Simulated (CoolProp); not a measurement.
Saturation properties of carbonyl sulfide (Tc = 378.8 K, pc = 6369 kPa, ω = 0.098).

The numbers come from the reference Helmholtz-energy equation of state, Lemmon 2006 in CoolProp. It is a short technical equation, of lower accuracy than the large ones.

```json
[
 {"T (K)": "286", "p (kPa)": "935.8", "liquid density (kg/m³)": "1024", "vapour density (kg/m³)": "27.26"},
 {"T (K)": "298.2", "p (kPa)": "1283", "liquid density (kg/m³)": "?", "vapour density (kg/m³)": "37.24"},
 {"T (K)": "310.5", "p (kPa)": "1719", "liquid density (kg/m³)": "952.7", "vapour density (kg/m³)": "50.20"},
 {"T (K)": "322.7", "p (kPa)": "2249", "liquid density (kg/m³)": "911.8", "vapour density (kg/m³)": "66.81"},
 {"T (K)": "335", "p (kPa)": "?", "liquid density (kg/m³)": "865.5", "vapour density (kg/m³)": "88.77"},
 {"T (K)": "347.2", "p (kPa)": "?", "liquid density (kg/m³)": "812.0", "vapour density (kg/m³)": "118.3"},
 {"T (K)": "359.5", "p (kPa)": "?", "liquid density (kg/m³)": "?", "vapour density (kg/m³)": "161.6"},
 {"T (K)": "371.7", "p (kPa)": "5644", "liquid density (kg/m³)": "647.5", "vapour density (kg/m³)": "238.4"}
]
```

**Question.** Complete the blanks.

**Answer.** 
- 298.2, liquid density (kg/m³): 990.2
- 335, p (kPa): 2894
- 347.2, p (kPa): 3658
- 359.5, p (kPa): 4570
- 359.5, liquid density (kg/m³): 745.2

It boils at 223.0 K under 1 atm.
